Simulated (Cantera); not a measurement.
Input: 1 mol CH3OH, 0.053 mol CO2, 30 mol H2, 0.014 mol NH3, held at 2675 K and 0.133 bar.

Equilibrium computed with Cantera from the NASA thermochemical tables; the gas is ideal and each condensed phase is pure. Candidate condensed phases: C, C6H6, C7H8, C8H18, H2O; 136 gas species. The numbers say what is thermodynamically allowed, not how fast it happens.

Problem. What is the equilibrium state?

Solution. 
* **x(H2)**: 0.839
* **x(H)**: 0.130
* **x(CO)**: 0.0298
* **x(H2O)**: 0.00143
* **x(N2)**: 0.000198
* **x(OH)**: 5.52e-5
* **x(CO2)**: 7.61e-6
* **x(O)**: 5.45e-6
* **gas amount**: 35.37 mol
* **log10 activity of C(graphite) (absent)**: -4.42
